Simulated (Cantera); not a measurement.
Cantera run, input and output.

```python
import numpy as np
import cantera as ct

gas = ct.Solution("h2o2.yaml")
gas.TP = 300, 120000
flame = ct.CounterflowDiffusionFlame(gas, width=0.02)
flame.fuel_inlet.X, flame.fuel_inlet.T = {'H2': 1}, 548
flame.oxidizer_inlet.X, flame.oxidizer_inlet.T = {'O2': 0.26, 'N2': 0.74}, 750
flame.set_refine_criteria(ratio=3, slope=0.12, curve=0.24, prune=0.03)
show = ['OH', 'H', 'H2O', 'HO2']

rows = []
print(f"{'mdot':>8s}{'a_max':>10s}{'a_mean':>10s}{'Tmax/K':>9s}" + "".join(f"{s:>11s}" for s in show) + "   (peak mole fractions)")
for i, mdot in enumerate([0.72, 0.95, 1.3, 1.7, 2.2, 2.9, 3.8, 5.1]):  # kg/m2/s on the oxidiser side
    flame.oxidizer_inlet.mdot, flame.fuel_inlet.mdot = mdot, 0.32 * mdot
    flame.solve(loglevel=0, auto=(i == 0))
    if flame.T.max() < max(548, 750) + 100:
        print(f"{mdot:8.3g}  no burning solution found from the previous one")
        break
    dT = np.abs(np.gradient(flame.T, flame.grid))
    rows.append([flame.strain_rate("max"), flame.strain_rate("mean"), flame.T.max(),
                 *(flame.X[gas.species_index(s)].max() for s in show), max(dT[0], dT[-1]) / dT.max()])
    print(f"{mdot:8.3g}{rows[-1][0]:10.1f}{rows[-1][1]:10.1f}{rows[-1][2]:9.1f}" + "".join(f"{x:11.3e}" for x in rows[-1][3:-1]))
```

Output:

```
    mdot     a_max    a_mean   Tmax/K         OH          H        H2O        HO2   (peak mole fractions)
    0.72    1083.6     281.4   2759.7  3.456e-02  2.530e-02  3.074e-01  3.617e-05
    0.95    1425.5     371.2   2739.2  3.462e-02  2.649e-02  3.056e-01  4.427e-05
     1.3    1934.4     508.0   2706.5  3.468e-02  2.806e-02  3.038e-01  5.425e-05
     1.7    2521.0     664.3   2672.5  3.475e-02  2.971e-02  3.019e-01  6.354e-05
     2.2    3238.8     859.7   2632.4  3.469e-02  3.164e-02  2.997e-01  7.403e-05
     2.9    4233.0    1133.3   2584.8  3.454e-02  3.433e-02  2.970e-01  8.602e-05
     3.8    5551.2    1485.0   2529.8  3.415e-02  3.712e-02  2.945e-01  9.875e-05
     5.1    7425.6    1993.0   2470.2  3.365e-02  4.073e-02  2.913e-01  1.128e-04
```

Detailed kinetics in Cantera: the H2/O2 subset of GRI-Mech 3.0, which has no nitrogen chemistry. The maximum strain rate includes the flame's own expansion and is several times the mean.
